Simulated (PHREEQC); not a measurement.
0.033 g of hydrous ferric oxide (600 m²/g; 0.2 weak and 0.005 strong sites per Fe, Dzombak-Morel constants, diffuse double layer) in 1 kg of water with 0.01 mol/kgw of an inert sodium salt and 0.00023 mol SrCl2, at 25 °C; the pH is set by adding NaOH or the inert anion's acid. O2 is buffered at 0.21 atm. CO2 from the air is kept out. No solid was allowed to form.

All values are PHREEQC results (ion-association model, wateq4f.dat), not measurements.

Task: Predict Sr sorbed (%), surface potential ψ (mV) at pH = 6, 10.5, 11.

Result: 
```json
[
 {"pH": "6", "Sr sorbed (%)": "0.0", "surface potential ψ (mV)": "110"},
 {"pH": "10.5", "Sr sorbed (%)": "14.8", "surface potential ψ (mV)": "-43"},
 {"pH": "11", "Sr sorbed (%)": "16.4", "surface potential ψ (mV)": "-44"}
]
```

Species that the database lacks are ignored. The oxide is taken as insoluble; below pH 4 it would dissolve.
